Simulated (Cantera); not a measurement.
Charge: 1 mol MgO, 6.9 mol F2, equilibrated at 0.00133 bar.

These are equilibrium values from Cantera (NASA tables, ideal gas, pure condensed phases), not measurements of a reactor. Candidate condensed phases: Mg, MgF2, MgO; 14 gas species. Equilibrium is a limit: real reactors are often held back by kinetics, nucleation or transport.

Question: What share of the Mg ends up in condensed phases as a function of T (K), at 1048, 1098, 1148, 1198, 1248, 1298, 1348, 1398, 1448, 1498, 1548?

Answer: 
```
T (K)  Mg condensed (%)       as
-----  ----------------  -------
1048              100.0  MgF2(s)
1098              100.0  MgF2(s)
1148              100.0  MgF2(s)
1198              100.0  MgF2(s)
1248               99.9  MgF2(s)
1298               99.5  MgF2(s)
1348               98.2  MgF2(s)
1398               94.2  MgF2(s)
1448               82.3  MgF2(s)
1498               49.0  MgF2(s)
1548                0.0        -
```
